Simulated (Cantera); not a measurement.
Source: NASA polynomial tables (part measured, part estimated), evaluated in Cantera. Values are per mole of reaction as written; species without (g) are pure solids or liquids, kept so even where they would boil at 1 bar.

2 LiCl(g) → Cl2(g) + 2 Li(g)

```json
[
 {"T (K)": "1325", "ΔH° (kJ)": "___", "ΔS° (J/K)": "___", "ΔG° (kJ)": "___", "log10 K": "___"},
 {"T (K)": "1425", "ΔH° (kJ)": "715.5", "ΔS° (J/K)": "83.5", "ΔG° (kJ)": "596.5", "log10 K": "-21.87"},
 {"T (K)": "1525", "ΔH° (kJ)": "715.9", "ΔS° (J/K)": "83.7", "ΔG° (kJ)": "588.2", "log10 K": "-20.15"},
 {"T (K)": "1625", "ΔH° (kJ)": "716.2", "ΔS° (J/K)": "83.9", "ΔG° (kJ)": "579.8", "log10 K": "-18.64"},
 {"T (K)": "1725", "ΔH° (kJ)": "716.5", "ΔS° (J/K)": "84.1", "ΔG° (kJ)": "571.4", "log10 K": "-17.30"},
 {"T (K)": "1825", "ΔH° (kJ)": "716.8", "ΔS° (J/K)": "84.3", "ΔG° (kJ)": "563.0", "log10 K": "-16.11"},
 {"T (K)": "1925", "ΔH° (kJ)": "717.1", "ΔS° (J/K)": "84.5", "ΔG° (kJ)": "554.5", "log10 K": "-15.05"},
 {"T (K)": "2025", "ΔH° (kJ)": "717.4", "ΔS° (J/K)": "84.6", "ΔG° (kJ)": "546.1", "log10 K": "-14.09"},
 {"T (K)": "2125", "ΔH° (kJ)": "717.8", "ΔS° (J/K)": "84.8", "ΔG° (kJ)": "537.6", "log10 K": "-13.21"},
 {"T (K)": "2225", "ΔH° (kJ)": "___", "ΔS° (J/K)": "___", "ΔG° (kJ)": "___", "log10 K": "___"}
]
```

### Question
Complete the blanks.

### Answer

- 1325, ΔH° (kJ): 715.2
- 1325, ΔS° (J/K): 83.3
- 1325, ΔG° (kJ): 604.9
- 1325, log10 K: -23.84
- 2225, ΔH° (kJ): 718.2
- 2225, ΔS° (J/K): 85.0
- 2225, ΔG° (kJ): 529.1
- 2225, log10 K: -12.42
